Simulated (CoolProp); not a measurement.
A single-stage vapour-compression cycle with the fluid: evaporating at 219.15 K (dew point), condensing at 285.15 K (bubble point), superheat 8 K, subcooling 5 K, compressor efficiency 0.7, no pressure losses. The same conditions are run with several fluids, on thermodynamics alone (safety and materials aside).

Values from CoolProp's reference Helmholtz-energy equation of state of each fluid (R407C: Lemmon 2003; CH3F (R41): Lemmon 2006; hydrogen sulfide: Lemmon 2006; dimethyl ether: Wu 2011; R125: Lemmon 2005; R410A: Lemmon 2003). Blends and air are pseudo-pure fits.

```
fluid             cooling COP  pressure ratio  discharge temperature (K)  refrigerating effect (kJ/kg)  volumetric capacity (kJ/m³)
----------------  -----------  --------------  -------------------------  ----------------------------  ---------------------------
R407C                    1.57            20.7                      370.5                           175                          325
CH3F (R41)               1.60            8.48                      410.9                           319                         2050
hydrogen sulfide         1.73            10.5                      470.6                           422                         1080
dimethyl ether           1.86            17.1                      369.6                           370                          213
R125                     1.66            12.8                      319.3                           101                          496
R410A                    1.75            13.0                      372.5                           194                          681
```
